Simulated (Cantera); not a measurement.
What does this Cantera script print?

```python
import numpy as np
import cantera as ct

gas_names = """
    CL CL2 H HCL H2 N NH NH2 NH3 N2 N2H2 N2H4 Si SiCL SiCL2 SiCL3 SiCL4 SiH SiHCL3 SiH2 SiH2CL2 SiH3
    SiH3CL SiH4 SiN Si2 Si2N Si3
""".split()
cond_names = """
    NH4CL(a) NH4CL(b) Si(cr) Si(L) Si3N4(a)
""".split()


def load(file, names, dense=False):
    # The tables refer to 1 bar. Condensed volumes are neglected.
    table = {s.name: s for s in ct.Species.list_from_file(file)}
    out = []
    for n in names:
        d = dict(table[n].input_data)
        d["thermo"] = dict(d["thermo"], **{"reference-pressure": 1e5})
        if dense:
            d["equation-of-state"] = {"model": "constant-volume", "density": "1e6 g/cm^3"}
        out.append(ct.Species.from_dict(d))
    return out


gas = ct.Solution(thermo="ideal-gas", species=load("nasa_gas.yaml", gas_names))
cond = {s.name: ct.Solution(thermo="fixed-stoichiometry", species=[s], name=s.name)
        for s in load("nasa_condensed.yaml", cond_names, dense=True)}
atoms = {
    'SiHCl3': {'Si': 1, 'H': 1, 'CL': 3},
    'N2': {'N': 2},
}
top_T = {'Si3N4(a)': 2400}  # K; cautious upper limits of use, not melting points


def equilibrate(T, P, feed):
    n = {}
    for name, mol in feed.items():
        for a, k in atoms[name].items():
            n[a] = n.get(a, 0.0) + k * mol
    gas.TPX = T, P, n
    mass = sum(n.values()) * gas.mean_molecular_weight
    gas.equilibrate("TP")
    valid = [c for c in cond.values() if c.min_temp <= T <= top_T.get(c.name, c.max_temp)]
    mix = ct.Mixture([(gas, mass / gas.mean_molecular_weight)] + [(c, 0.0) for c in valid])
    mix.T, mix.P = T, P
    mix.equilibrate("TP", solver="vcs", rtol=1e-11, max_steps=5000)
    return mix


results = []
feed = {'SiHCl3': 1, 'N2': 92}  # mol
T = 1025  # K
P = 10000  # Pa
mix = equilibrate(T, P, feed)
results.append((T, P, feed, dict(zip(mix.species_names, mix.species_moles))))
print(gas.report(threshold=0.001))
for i in range(1, mix.n_phases):
    print(f"{mix.phase(i).name:16s} {mix.phase_moles(i):12.5e} mol")
```

Output:

```
       temperature   1025 K
          pressure   10000 Pa
           density   0.033886 kg/m^3
  mean mol. weight   28.879 kg/kmol
   phase of matter   gas

                          1 kg             1 kmol
                     ---------------   ---------------
          enthalpy        6.2169e+05        1.7954e+07  J
   internal energy        3.2658e+05        9.4314e+06  J
           entropy              8660        2.5009e+05  J/K
    Gibbs function       -8.2548e+06       -2.3839e+08  J
 heat capacity c_p              1150             33211  J/K
 heat capacity c_v            862.09             24896  J/K

                      mass frac. Y      mole frac. X     chem. pot. / RT
                     ---------------   ---------------   ---------------
               HCL          0.012386          0.009811           -42.099
                N2           0.95465           0.98413           -27.244
             SiCL4          0.032885         0.0055902           -131.29
     [  +25 minor]        8.0358e-05        0.00047092

Si(cr)            0.00000e+00 mol
Si3N4(a)          1.59416e-01 mol
```

These are equilibrium values from Cantera (NASA tables, ideal gas, pure condensed phases), not measurements of a reactor. N2 is the only nitrogen source here; it is nearly inert below about 1500 K, so the nitride shown seldom forms there in practice.
